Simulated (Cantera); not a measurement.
Charge: 1 mol TiO2, 2.6 mol MgCl2, 4.9 mol O2, at 1330 Pa.

Method: chemical equilibrium by Gibbs-energy minimisation in Cantera with the NASA 1993 tables (ideal gas, pure condensed phases). Candidate condensed phases: Mg, MgCl2, MgO, MgTiO3, MgTi2O5, Mg2TiO4, Ti, TiCl2, TiCl3, TiCl4, TiO, TiO2, Ti2O3, Ti3O5, Ti4O7; 20 gas species. Condensed phases not in the tables: TiOCl, alloys, solid solutions and most ternary compounds. Rates play no part. All values below are at 1000 K.

Base state: O2 0.580, Cl2 0.417, Cl 0.00217, MgCl2 0.000262, ClO 1.19e-5 (mole fractions); condensed: MgO(s) + Mg2TiO4(s).

### Question
What changes in the equilibrium state with this change: MgCl2 from 2.6 to 0.66 mol?

### Answer
| species | before | after |
|---|---|---|
| O2 | 0.580 | 0.873 |
| Cl2 | 0.417 | 0.126 |
| Cl | 0.00217 | 0.00119 |
| MgCl2 | 0.000262 | 4.24e-6 |
| ClO | 1.19e-5 | 8.00e-6 |
| MgO(s), mol | 0.598 | 0 |
| Mg2TiO4(s), mol | 1.00 | 0 |
| MgTiO3(s), mol | 0 | 0.320 |
| MgTi2O5(s), mol | 0 | 0.340 |

### Question
What changes in the equilibrium state with this change: pressure from 1330 Pa to 17000 Pa?

### Answer
```tsv
species	before	after
O2	0.580	0.580
Cl2	0.417	0.419
Cl	0.00217	0.000610
MgCl2	0.000262	7.35e-5
ClO	1.19e-5	1.19e-5
MgO(s), mol	0.598	0.600
Mg2TiO4(s), mol	1.00	1.00
```
